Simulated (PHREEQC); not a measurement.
Na2CO3 is added in steps, without added water, to 1 kg of water holding 0.0057 mol FeCl3 and 0.00061 mol CaCl2, at 20 °C. O2 is buffered at 0.21 atm. CO2 from the air is kept out. Only these solids could form: Aragonite, Portlandite, Fe(OH)3(a), Halite, Nahcolite, Natron.

Base run: PHREEQC, ion-association model, wateq4f.dat. Each further column changes one thing. The table gives pH.

```csv
Na2CO3 added (mol),base,Debye-Hückel limiting law,metal-ligand complexes left out,all activity coefficients set to 1,Davies equation for every ion
0,2.54,2.60,2.51,2.48,2.57
0.0035,2.81,2.87,2.80,2.66,2.82
0.007,3.03,3.07,3.02,2.92,3.04
0.0105,6.09,6.07,6.09,6.15,6.08
0.014,6.85,6.83,6.86,6.92,6.85
0.0175,8.11,8.12,8.13,8.13,8.11
0.021,9.33,9.26,9.42,9.47,9.32
```
